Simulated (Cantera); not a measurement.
# Sublimation and decomposition of ceramics: Si3N4 + H2

Charge: 1 mol Si3N4, 1.2 mol H2, at 1898 K.

These are equilibrium values from Cantera (NASA tables, ideal gas, pure condensed phases), not measurements of a reactor. Candidate condensed phases: Si, Si3N4; 18 gas species. Mutual solubility and eutectic melting of coexisting phases are not modelled. The tables' values for SiN are old estimates; treat these amounts as uncertain. Gases not in the tables: Si2H6 and higher silanes. Equilibrium is a limit: real reactors are often held back by kinetics, nucleation or transport.

At 0.00750 Torr nothing is condensed. From 0.0345 Torr to 16.5 Torr the condensed part is Si(l). From 75.0 Torr to 7500 Torr the condensed part is Si(l) + Si3N4(s). The main Si-bearing gas is Si at 0.00750 Torr and SiH2 at 7500 Torr.

| P (Pa) | log p H2 | log p N2 | log p Si | log p H | n Si(l) | n Si3N4(s) |
|---|---|---|---|---|---|---|
| 1 | -5.86 | -5.51 | -5.34 | -6.04 | 0 | 0 |
| 4.60 | -4.97 | -4.70 | -4.91 | -5.59 | 1.75 | 0 |
| 22 | -4.14 | -3.89 | -4.91 | -5.17 | 2.80 | 0 |
| 100 | -3.44 | -3.21 | -4.91 | -4.83 | 2.96 | 0 |
| 460 | -2.77 | -2.54 | -4.91 | -4.49 | 2.99 | 0 |
| 2200 | -2.09 | -1.86 | -4.91 | -4.15 | 3.00 | 0 |
| 10000 | -1.22 | -1.40 | -4.91 | -3.72 | 1.20 | 0.599 |
| 46000 | -0.38 | -1.40 | -4.91 | -3.30 | 0.171 | 0.943 |
| 220000 | 0.33 | -1.40 | -4.91 | -2.94 | 0.0333 | 0.989 |
| 1000000 | 1.00 | -1.40 | -4.91 | -2.61 | 0.00716 | 0.998 |
log p: log10 of the partial pressure in bar; n: condensed amount in mol.
